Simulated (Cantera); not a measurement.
Charge: 1 mol SiHCl3, a varied amount of HCl, 54 mol N2, equilibrated at 1275 °C and 0.100 bar.

Equilibrium computed with Cantera from the NASA thermochemical tables; the gas is ideal and each condensed phase is pure. Candidate condensed phases: NH4Cl, Si, Si3N4; 28 gas species. The numbers say what is thermodynamically allowed, not how fast it happens.

### Question
Which condensed phases are stable at each of these points (n(HCl) (mol)): 0.15, 0.71, 1.3, 1.8, 2.4, 2.9, 3.5?

### Answer
```
n(HCl) (mol)  condensed phases  Si condensed (%)
------------  ----------------  ----------------
0.15                  Si3N4(s)              14.9
0.71                  Si3N4(s)               9.9
1.3                   Si3N4(s)               3.8
1.8                   gas only               0.0
2.4                   gas only               0.0
2.9                   gas only               0.0
3.5                   gas only               0.0
```

From 0.15 mol HCl to 1.3 mol HCl the condensed part is Si3N4(s). From 1.8 mol HCl to 3.5 mol HCl nothing is condensed.
